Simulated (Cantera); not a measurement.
## Premixed flame

A freely propagating, adiabatic, planar premixed flame of 22.2 % H₂, 16.4 % O₂, 61.4 % N₂, equivalence ratio 0.68, unburnt at 550 K and 6.42 atm; mixture-averaged transport, grid criteria slope 0.08 and curve 0.16, no radiation.

Cantera simulation using the H2/O2 subset of GRI-Mech 3.0, which has no nitrogen chemistry; the numbers are that mechanism's predictions, not measurements. The hydrogen kinetics of GRI-Mech 3.0 are dated; newer H2 mechanisms differ, most at raised pressure. Burning velocities carry a grid error of a few per cent, more on coarse grids. Lean hydrogen flames are cellular in practice and burn faster than this planar one.

```tsv
z (mm)	T (K)	u (m/s)	x H₂	x O₂	x H₂O	x O	x HO₂	x H
-0.135	550	2.41	0.222	0.164	1.60e-6	<1e-8	1.92e-8	<1e-8
-0.0903	551	2.41	0.220	0.164	2.44e-5	<1e-8	3.85e-7	<1e-8
-0.0677	552	2.40	0.215	0.165	0.000135	1.06e-8	2.52e-6	<1e-8
-0.0451	564	2.42	0.202	0.167	0.00111	1.54e-7	2.75e-5	<1e-8
-0.0226	706	2.90	0.156	0.169	0.0179	1.39e-5	0.000651	2.47e-5
-0.0113	1015	4.06	0.112	0.154	0.0612	0.000304	0.000866	0.000886
0	1397	5.53	0.0641	0.122	0.127	0.00203	0.000482	0.00425
0.0113	1669	6.58	0.0309	0.0908	0.179	0.00421	0.000258	0.00655
0.0226	1826	7.18	0.0159	0.0745	0.205	0.00493	0.000151	0.00587
0.0451	1975	7.74	0.00731	0.0654	0.223	0.00381	7.24e-5	0.00308
0.0903	2076	8.11	0.00329	0.0630	0.233	0.00181	2.96e-5	0.000934
0.181	2125	8.28	0.00121	0.0628	0.238	0.000671	1.15e-5	0.000203
0.361	2142	8.34	0.000488	0.0630	0.240	0.000286	6.13e-6	5.45e-5
```
x: mole fraction of selected species; z is measured from the peak of heat release.

```yaml
laminar_burning_velocity: 241 cm/s
thermal_thickness: 0.0451 mm
peak x(O): 0.00493
peak x(HO₂): 0.000952
peak x(H): 0.00660
grid_points: 109
```
